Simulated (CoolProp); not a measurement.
Fluorine along the isotherm -127.75 °C: fugacity coefficient from the reference equation and from simpler models built on Tc = -128.7 °C, pc = 5240 kPa, ω = 0.045; each cubic takes its own stable root.

Model: reference Helmholtz-energy equation of state, de Reuck 1990, in CoolProp.

| p (kPa) | phase | reference |
|---|---|---|
| 63.2 | gas | 0.9962 |
| 144 | gas | 0.9912 |
| 328 | gas | 0.9801 |
| 746 | gas | 0.9547 |
| 1700 | gas | 0.8969 |
| 3860 | gas | 0.7659 |
| 8790 | supercritical | 0.4627 |
| 20000 | supercritical | 0.2836 |

How far does each simpler model (van der Waals, Soave-Redlich-Kwong) lie from the reference over these 8 states: mean and median of the absolute difference, and the worst?


- van der Waals: mean 3.9 %, median 0.7 %, worst +19.2 % at -127.75 °C and 20000 kPa
- Soave-Redlich-Kwong: mean 0.7 %, median 0.3 %, worst +3.0 % at -127.75 °C and 20000 kPa
